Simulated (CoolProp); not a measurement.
Vapour-liquid equilibrium of ethylene (1) + ethane (2) at 1520 kPa; x and y are mole fractions of (1).

Values from CoolProp's multi-fluid Helmholtz-energy mixture model, Smukala 2000 and Bücker 2006; pair parameters Bell 2016.

Problem. Give the bubble temperature and the first vapour's composition at x = 0.15, 0.45, 0.75. Is there an azeotrope?

Solution. x = 0.15: 251.1 K, y = 0.221; x = 0.45: 244.3 K, y = 0.557; x = 0.75: 238.8 K, y = 0.819. No azeotrope shows between x = 0.05 and 0.95.

Pair parameters are fitted to limited data, so mixtures are less certain than the pure fluids.
